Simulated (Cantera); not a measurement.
## Nitride etching: AlN + H2O + N2 + H2

A closed system holds: 1 mol AlN, 23 mol H2O, 0.67 mol N2, a varied amount of H2, held at 1377 °C and 0.133 bar.

Method: chemical equilibrium by Gibbs-energy minimisation in Cantera with the NASA 1993 tables (ideal gas, pure condensed phases). Candidate condensed phases: Al, AlN, Al2O3, H2O; 35 gas species. Gases not in the tables: Al(OH)3. The numbers say what is thermodynamically allowed, not how fast it happens.

```csv
n(H2) (mol),x H2,x H2O,x N2,x H,x OH,n Al2O3(s)
22,0.509,0.466,0.0253,0.000177,7.34e-6,0.500
59,0.727,0.258,0.0141,0.000212,3.41e-6,0.500
97,0.813,0.177,0.00965,0.000224,2.21e-6,0.500
140,0.862,0.131,0.00713,0.000231,1.59e-6,0.500
170,0.883,0.111,0.00602,0.000234,1.32e-6,0.500
210,0.903,0.0918,0.00500,0.000236,1.09e-6,0.500
250,0.917,0.0784,0.00427,0.000238,9.20e-7,0.500
290,0.928,0.0684,0.00372,0.000240,7.99e-7,0.500
320,0.934,0.0625,0.00340,0.000240,7.27e-7,0.500
```
x: gas mole fraction; n: condensed amount in mol.

From 22 mol H2 to 320 mol H2 the condensed part is Al2O3(s).
